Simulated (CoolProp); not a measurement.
Vapour-liquid equilibrium of propane (1) + isopentane (2) at 34.15 °C; x and y are mole fractions of (1).

Model: multi-fluid Helmholtz-energy mixture model, Lemmon 2009 and Lemmon 2006; pair parameters Kunz 2012, in CoolProp.

```
x     bubble pressure, mixture model (MPa)  bubble pressure, Raoult's law (MPa)  y, mixture model  y, Raoult's law
----  ------------------------------------  -----------------------------------  ----------------  ---------------
0.05                                0.1852                               0.1788             0.340            0.334
0.2                                 0.3496                               0.3390             0.683            0.704
0.35                                0.5023                               0.4992             0.807            0.837
0.5                                 0.6521                               0.6594             0.875            0.905
0.65                                0.8040                               0.8196             0.922            0.946
0.8                                 0.9619                               0.9798             0.958            0.974
0.95                                 1.132                                1.140             0.990            0.994
```

The largest gap from Raoult's law is +3.6 % in bubble pressure, at x = 0.05. No azeotrope shows between x = 0.05 and 0.95.

Pair parameters are fitted to limited data, so mixtures are less certain than the pure fluids. The gap from Raoult's law changes sign with composition, which may be real or a fault of the pair parameters; it wasn't checked against measurements.
